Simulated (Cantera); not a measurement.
Standard-state values (1 bar) from the NASA 1993 polynomials, evaluated with Cantera. Values are per mole of reaction as written; species without (g) are pure solids or liquids, kept so even where they would boil at 1 bar. The tables' values for SiF₂ are old estimates.

C + SiF₄(g) = CF₄(g) + Si, with ΔH° = 681.9 kJ and ΔS° = -8.3 J/K at 300 K.

Q: How far is the shortcut ΔG° ≈ ΔH°(300 K) − T·ΔS°(300 K) from the full temperature-dependent value at 2300, 2350, 2400, 2450, 2500, 2550, 2600, 2650, 2700, 2750, 2800 K?

A: 
```csv
T (K),shortcut (kJ),full (kJ),difference (kJ),difference in log10 K,condensed phases
2300,700.9,681.3,19.5,-0.44,"C(graphite), Si(l)"
2350,701.3,680.2,21.1,-0.47,"C(graphite), Si(l)"
2400,701.7,679.0,22.7,-0.49,"C(graphite), Si(l)"
2450,702.1,677.8,24.3,-0.52,"C(graphite), Si(l)"
2500,702.5,676.7,25.8,-0.54,"C(graphite), Si(l)"
2550,702.9,675.5,27.4,-0.56,"C(graphite), Si(l)"
2600,703.3,674.3,29.0,-0.58,"C(graphite), Si(l)"
2650,703.8,673.2,30.6,-0.60,"C(graphite), Si(l)"
2700,704.2,672.0,32.2,-0.62,"C(graphite), Si(l)"
2750,704.6,670.8,33.7,-0.64,"C(graphite), Si(l)"
2800,705.0,669.7,35.3,-0.66,"C(graphite), Si(l)"
```
The shortcut ignores heat capacities and the phase changes listed.
